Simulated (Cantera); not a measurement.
An isothermal, constant-pressure homogeneous reactor starts with C₃H₈ : H₂ = 1 : 2.3 (molar parts), at 1023 K and 0.000711 atm. Integrator tolerance rtol = 1e-08.

Detailed kinetics in Cantera: GRI-Mech 3.0 (53 species, 325 reactions). GRI-Mech 3.0 was tuned for natural gas; its chemistry of propane as a main component is partial and can be far from experiment. GRI-Mech 3.0 stops at C3 and has no aromatics, soot or wall deposition, so with more carbon than oxygen in the feed, carbon stays in small species such as C2H2 where larger ones or solid carbon would form. Radical loss at walls, strong at low pressure, is not modelled.

```
quantity                                          before                                    after
-----------------  -------------------------------------  ---------------------------------------
x(C₃H₈) at 2.00 s  0.232 (gas-phase equilibrium 4.76e-9)   4.17e-9 (gas-phase equilibrium <1e-12)
x(H₂) at 2.00 s      0.660 (gas-phase equilibrium 0.596)      0.663 (gas-phase equilibrium 0.760)
x(C₂H₄) at 2.00 s  0.0542 (gas-phase equilibrium 0.0218)  0.00168 (gas-phase equilibrium 1.46e-5)
x(C₂H₂) at 2.00 s  5.58e-5 (gas-phase equilibrium 0.165)      0.202 (gas-phase equilibrium 0.238)
x(C₂H) at 2.00 s   <1e-12 (gas-phase equilibrium <1e-12)  4.87e-7 (gas-phase equilibrium 1.81e-6)
```

What was changed between the two runs?
(A) H2 2.3 to 0.23 parts
(B) temperature 1023 to 1598 K
(C) pressure from 0.000711 atm to 0.0938 atm
(D) pressure from 0.000711 atm to 0.0227 atm

B, temperature 1023 to 1598 K
